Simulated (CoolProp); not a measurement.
A Linde-Hampson liquefier for CF4 (R14): isothermal reversible compression at 320 K from 1 atm to 20 MPa, throttling to 1 atm, return gas leaving the recuperator 2 K below the feed. Each further row changes one setting.

The numbers come from the reference Helmholtz-energy equation of state, Platzer 1990 in CoolProp. This equation is an older, rougher fit; its heat capacities, sound speeds and derivatives of the liquid may be far off and weren't checked against measurements.

| case | liquid yield per pass | compression work (kJ/kg of gas) |
|---|---|---|
| as stated | [?] | 148 |
| high pressure 40 MPa | 0.249 | [?] |
| warm-end temperature 350 K | 0.167 | [?] |
| warm-end gap 7 K | [?] | 148 |

Some entries are withheld; supply them.


- as stated, liquid yield per pass: 0.222
- high pressure 40 MPa, compression work (kJ/kg of gas): 169
- warm-end temperature 350 K, compression work (kJ/kg of gas): 166
- warm-end gap 7 K, liquid yield per pass: 0.209
